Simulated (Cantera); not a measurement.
A closed system holds: 1 mol SiF4, 0.89 mol NO, 0.43 mol H2, 1 mol N2O, equilibrated at 1823 K and 4.35 Torr.

Method: chemical equilibrium by Gibbs-energy minimisation in Cantera with the NASA 1993 tables (ideal gas, pure condensed phases). Candidate condensed phases: H2O, Si, SiO2, Si2N2O, Si3N4; 58 gas species. The tables' values for SiF3 are old estimates; treat these amounts as uncertain. The tables hold silica as quartz up to 1696 K and as liquid above; real silica turns to tridymite and cristobalite and melts near 1996 K. Rates play no part.

**Question.** What is the equilibrium state?

**Answer.** 
| Quantity | Result |
|---|---|
| x(N2) | 0.377 |
| x(HF) | 0.223 |
| x(SiF4) | 0.206 |
| x(O2) | 0.189 |
| x(NO) | 0.00295 |
| x(H2O) | 0.000901 |
| x(O) | 0.000861 |
| x(OH) | 0.000265 |
| x(SiF3) | 0.000179 |
| n(SiO2(condensed)) | 0.213 mol |
| gas amount | 3.821 mol |
| log10 activity of Si(l) (absent) | -13.80 |
